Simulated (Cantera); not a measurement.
## Ammonia decomposition in nitride growth gas

An isothermal, constant-pressure homogeneous reactor starts with NH3 : H2 = 1 : 13 (molar parts), at 1950 K and 0.0133 bar.

Cantera simulation using the gas-phase N/H chemistry of the illustrative SiF4/NH3 mechanism in the Surface Chemkin manual (1991); the numbers are that mechanism's predictions, not measurements. Walls and surfaces, which speed up NH3 decomposition in real reactors, are not modelled.

```json
[
 {"t (s)": "0.000300", "x NH3": "0.0714", "x H2": "0.929", "x NH": "7.80e-11", "x N2H4": "<1e-12", "x N2H2": "<1e-12", "x NH2": "7.19e-7"},
 {"t (s)": "0.00133", "x NH3": "0.0714", "x H2": "0.929", "x NH": "1.63e-9", "x N2H4": "<1e-12", "x N2H2": "2.03e-11", "x NH2": "3.08e-6"},
 {"t (s)": "0.00591", "x NH3": "0.0714", "x H2": "0.929", "x NH": "3.25e-8", "x N2H4": "1.72e-12", "x N2H2": "4.81e-10", "x NH2": "1.35e-5"},
 {"t (s)": "0.0262", "x NH3": "0.0714", "x H2": "0.928", "x NH": "6.31e-7", "x N2H4": "3.33e-11", "x N2H2": "1.48e-8", "x NH2": "5.96e-5"},
 {"t (s)": "0.116", "x NH3": "0.0705", "x H2": "0.928", "x NH": "6.55e-6", "x N2H4": "3.44e-10", "x N2H2": "2.93e-7", "x NH2": "0.000192"},
 {"t (s)": "0.516", "x NH3": "0.0629", "x H2": "0.932", "x NH": "7.33e-6", "x N2H4": "3.44e-10", "x N2H2": "3.13e-7", "x NH2": "0.000192"},
 {"t (s)": "2.29", "x NH3": "0.0385", "x H2": "0.945", "x NH": "6.15e-6", "x N2H4": "1.76e-10", "x N2H2": "1.76e-7", "x NH2": "0.000137"},
 {"t (s)": "10.2", "x NH3": "0.00395", "x H2": "0.962", "x NH": "3.24e-6", "x N2H4": "9.34e-12", "x N2H2": "1.55e-8", "x NH2": "3.17e-5"},
 {"t (s)": "45.1", "x NH3": "5.14e-6", "x H2": "0.957", "x NH": "5.57e-8", "x N2H4": "<1e-12", "x N2H2": "<1e-12", "x NH2": "1.50e-7"},
 {"t (s)": "200", "x NH3": "6.98e-7", "x H2": "0.957", "x NH": "7.58e-9", "x N2H4": "<1e-12", "x N2H2": "<1e-12", "x NH2": "2.04e-8"}
]
```
x: mole fraction; the columns are a selection and need not sum to one.

Equilibrium at this temperature and pressure: NH3 4.95e-8, H2 0.957, NH 5.38e-10, N2H4 <1e-12, N2H2 <1e-12, NH2 1.45e-9 (gas phase only).
